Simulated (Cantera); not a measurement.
Cantera run:

```python
import numpy as np
import cantera as ct

gas_names = """
    H H2 H2S N NH NH2 NH3 N2 N2H2 N2H4 Pb PbS Pb2 S SH SN S2 S8
""".split()
cond_names = """
    Pb(cr) Pb(L) PbS(s) PbS(L) S(cr1) S(cr2) S(L)
""".split()


# ... load() reads the species with a 1 bar reference pressure and builds the phases ...
atoms = {
    'PbS': {'Pb': 1, 'S': 1},
    'H2': {'H': 2},
    'N2': {'N': 2},
}
top_T = {}  # K; cautious upper limits of use, not melting points


# ... equilibrate(T, P, feed) seeds the gas with the atoms and calls Mixture.equilibrate('TP', solver="vcs", rtol=1e-11, max_steps=5000) ...
results = []
T = 1550  # K
P = 1333.22  # Pa
for m in [220, 340, 460, 580, 700, 820, 940, 1100, 1200, 1300]:
    feed = {'PbS': 1, 'H2': m, 'N2': 2.9}  # mol
    mix = equilibrate(T, P, feed)
    results.append((T, P, feed, dict(zip(mix.species_names, mix.species_moles))))

top = {s: max(r[3][s] / sum(r[3][g] for g in gas_names) for r in results) for s in gas_names}
cols = sorted((s for s in top if top[s] > 1e-05), key=lambda s: -top[s])[:8]
seen = [c for c in cond_names if any(r[3].get(c, 0) > 1e-12 for r in results)]
print("log10 of partial pressures in bar; condensed amounts in mol")
print(f"{'n(H2)':>10s}" + "".join(f"{s[:9]:>10s}" for s in cols + seen))
for T, P, feed, n in results:
    ng = sum(n[g] for g in gas_names)
    print(f"{feed['H2']:10.4g}" + "".join(f"{np.log10(max(n[s] / ng * P / 1e5, 1e-99)):10.3f}" for s in cols)
          + "".join(f"{n.get(c, 0):10.4g}" for c in seen))
```

Output:

```
log10 of partial pressures in bar; condensed amounts in mol
     n(H2)        H2        N2        Pb       H2S       PbS         H        SH        S2
       220    -1.884    -3.763    -4.304    -4.355    -5.003    -5.444    -5.579    -5.859
       340    -1.881    -3.949    -4.468    -4.511    -5.326    -5.442    -5.736    -6.177
       460    -1.880    -4.079    -4.586    -4.625    -5.558    -5.442    -5.850    -6.407
       580    -1.879    -4.179    -4.678    -4.714    -5.741    -5.441    -5.940    -6.588
       700    -1.878    -4.260    -4.753    -4.788    -5.891    -5.441    -6.015    -6.737
       820    -1.878    -4.329    -4.818    -4.851    -6.019    -5.441    -6.078    -6.864
       940    -1.877    -4.388    -4.874    -4.906    -6.130    -5.440    -6.133    -6.974
      1100    -1.877    -4.456    -4.938    -4.970    -6.259    -5.440    -6.197    -7.103
      1200    -1.877    -4.493    -4.974    -5.006    -6.331    -5.440    -6.233    -7.174
      1300    -1.877    -4.528    -5.008    -5.039    -6.398    -5.440    -6.266    -7.241
```

Cantera equilibrium calculation (NASA polynomials, part measured and part estimated; ideal gas, pure solids and liquids).
